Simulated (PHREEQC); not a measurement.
**Acid mine or pickling water: speciation**

Synthetic water in mmol/kgw, 25 °C, pH 3.13, pe 9.1: Na 2.35; K 0.426; Ca 1.61; Mg 1.67; Cl 1.01; S(6) 5.58; Sr 0.00325; Al 0.59; Br 0.101.

Cl is adjusted to close the charge balance.
Valence states are taken as typed.

Model: ion-association model, phreeqc.dat, run in PHREEQC.

This is a speciation only: nothing precipitates in the calculation.

Predict the ionic strength.

ionic strength 0.0163 mol/kgw.

In which forms is K present?

K+ 98 %, KSO4- 1.7 % of the K.
